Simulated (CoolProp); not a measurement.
Octamethyltrisiloxane (MDM) at 394.61 K and 7.42 MPa is throttled through a valve to 3.45 MPa with no heat exchange. Each further row changes one setting.

Computed with CoolProp (reference Helmholtz-energy equation of state, Thol 2017).

| case | temperature change (K) | final density (kg/m³) |
|---|---|---|
| as stated | +1.2 | 722 |
| outlet pressure 1.03 MPa | +1.9 | 714 |
| outlet pressure 4.49 MPa | +0.9 | 725 |
